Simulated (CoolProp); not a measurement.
The fluid at 293.15 K and 0.398 MPa expands adiabatically to 0.264 MPa with isentropic efficiency 1. The same conditions are run with several fluids, on thermodynamics alone (safety and materials aside).

Computed with CoolProp (reference Helmholtz-energy equation of state of each fluid (chloromethane (R40): Thol 2014; ammonia: Gao 2020; C3F8 (R218): Lemmon 2006; R407C: Lemmon 2003; propylene: Lemmon 2013)). Blends and air are pseudo-pure fits.

```csv
fluid,work (kJ/kg),final temperature (K),final phase,final density (kg/m³)
chloromethane (R40),17.6,273.7,"two-phase, vapour fraction 0.988",6.34
ammonia,53.5,266.7,gas,2.12
C3F8 (R218),4.82,285.1,gas,22.5
R407C,10.6,277.8,gas,10.4
propylene,21.8,276.5,gas,5.08
```
